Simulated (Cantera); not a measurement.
Charge: 1 mol CaF2, 0.057 mol O2, 19 mol N2, 1.5 mol H2, held at 0.250 Pa.

Method: chemical equilibrium by Gibbs-energy minimisation in Cantera with the NASA 1993 tables (ideal gas, pure condensed phases). Candidate condensed phases: Ca, CaF2, CaO, Ca(OH)2, H2O; 47 gas species. Mutual solubility and eutectic melting of coexisting phases are not modelled. The numbers say what is thermodynamically allowed, not how fast it happens.

Question: Which condensed phases are stable at each of these points (T (K)): 1025, 1125, 1225, 1325, 1425, 1525, 1625, 1725, 1825, 1925, 2025, 2125?

Answer: 
```csv
T (K),condensed phases,Ca condensed (%)
1025,CaF2(s) + CaO(s),100.0
1125,CaF2(s) + CaO(s),100.0
1225,CaF2(s) + CaO(s),98.9
1325,CaF2(s) + CaO(s),75.1
1425,CaO(s),11.4
1525,CaO(s),11.2
1625,CaO(s),10.6
1725,CaO(s),8.3
1825,CaO(s),0.1
1925,gas only,0.0
2025,gas only,0.0
2125,gas only,0.0
```

From 1025 K to 1325 K the condensed part is CaF2(s) + CaO(s). From 1425 K to 1825 K the condensed part is CaO(s). From 1925 K to 2125 K nothing is condensed.
